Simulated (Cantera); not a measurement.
Adiabatic ignition

An adiabatic, constant-pressure homogeneous reactor starts with 4.58 % CH4, 9.26 % O2, 86.2 % N2, equivalence ratio 0.99, at 1400 K and 9.28 atm.

Model: GRI-Mech 3.0 (53 species, 325 reactions), integrated in Cantera.

```csv
t (s),T (K),x CH4,x O2,x H2,x HCO,x OH,x CO,x HCN
5.00e-6,1400,0.0458,0.0926,2.40e-8,<1e-12,1.20e-9,1.18e-11,<1e-12
1.07e-5,1400,0.0458,0.0926,6.33e-8,<1e-12,2.58e-9,1.25e-10,<1e-12
2.27e-5,1400,0.0458,0.0926,1.99e-7,1.78e-12,6.15e-9,1.52e-9,<1e-12
4.84e-5,1400,0.0458,0.0926,8.23e-7,1.41e-11,1.60e-8,2.34e-8,<1e-12
0.000103,1400,0.0458,0.0926,4.20e-6,1.27e-10,3.75e-8,4.31e-7,<1e-12
0.000220,1401,0.0457,0.0925,1.94e-5,7.09e-10,6.42e-8,5.85e-6,<1e-12
0.000469,1403,0.0452,0.0922,9.01e-5,3.36e-9,1.34e-7,5.85e-5,<1e-12
0.00100,1419,0.0421,0.0900,0.000869,4.37e-8,8.45e-7,0.000955,<1e-12
0.00213,2325,<1e-12,0.00288,0.00132,8.20e-10,0.00149,0.00353,1.44e-11
0.00454,2324,<1e-12,0.00279,0.00132,8.16e-10,0.00147,0.00354,1.72e-11
0.00969,2323,<1e-12,0.00266,0.00134,8.32e-10,0.00145,0.00359,2.27e-11
0.0206,2321,<1e-12,0.00248,0.00138,8.57e-10,0.00141,0.00367,3.10e-11
0.0440,2320,<1e-12,0.00232,0.00141,8.80e-10,0.00138,0.00375,3.90e-11
0.0938,2319,<1e-12,0.00227,0.00142,8.88e-10,0.00137,0.00377,4.16e-11
0.200,2319,<1e-12,0.00227,0.00142,8.88e-10,0.00137,0.00378,4.17e-11
```
x: mole fraction; the columns are a selection and need not sum to one.

| Item | Value |
|---|---|
| time of steepest temperature rise | 1.34 ms |
| temperature at 0.200 s | 2319 K |
| equilibrium temperature | 2319 K |
| x(CH4) at 0.200 s | <1e-12 (gas-phase equilibrium <1e-12) |
| x(O2) at 0.200 s | 0.00227 (gas-phase equilibrium 0.00227) |
| x(H2) at 0.200 s | 0.00142 (gas-phase equilibrium 0.00142) |
